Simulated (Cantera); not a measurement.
Cantera run:

```python
import numpy as np
import cantera as ct

gas_names = """
    CL TiOCL2
""".split()
cond_names = """
    TiCL3(s) Ti2O3(a) Ti2O3(b) Ti2O3(L)
""".split()


# ... load() reads the species with a 1 bar reference pressure and builds the phases ...
species = {s.name: s for s in load("nasa_gas.yaml", gas_names) + load("nasa_condensed.yaml", cond_names)}
# Each term lists the table entries of one substance; the one whose range holds T is used.
reactions = {
    'TiCl3 + Ti2O3 + 3 Cl(g) = 3 TiOCl2(g)':
        [(-1, ['TiCL3(s)']), (-1, ['Ti2O3(a)', 'Ti2O3(b)', 'Ti2O3(L)']), (-3, ['CL']), (3, ['TiOCL2'])],
}


def pick(names, T):
    return next(species[n] for n in names if species[n].thermo.min_temp <= T <= species[n].thermo.max_temp)


results = []
for label, terms in reactions.items():
    print(label)
    print("     T/K   dH/kJ  dS/(J/K)   dG/kJ   log10 K")
    for T in [300, 473, 623, 773, 923]:
        used = [(nu, pick(names, T)) for nu, names in terms]
        dH = sum(nu * s.thermo.h(T) for nu, s in used) / 1e6
        dS = sum(nu * s.thermo.s(T) for nu, s in used) / 1e3
        dG = dH - T * dS / 1e3
        logK = -dG * 1e6 / (ct.gas_constant * T * np.log(10))
        results.append((label, T, dH, dS, dG, logK, [s.name for _, s in used]))
        print(f"{T:8g} {dH:8.1f} {dS:8.1f} {dG:8.1f} {logK:8.2f}")
```

Output:

```
TiCl3 + Ti2O3 + 3 Cl(g) = 3 TiOCl2(g)
     T/K   dH/kJ  dS/(J/K)   dG/kJ   log10 K
     300    241.9    249.9    166.9   -29.07
     473    231.1    222.6    125.8   -13.89
     623    221.1    204.2     93.8    -7.87
     773    210.4    188.9     64.4    -4.35
     923    199.5    176.0     37.0    -2.10
```

Cantera with NASA thermochemical tables; ideal gases at 1 bar, condensed phases pure. Condensed species are held in their standard states even where they would react or evaporate.
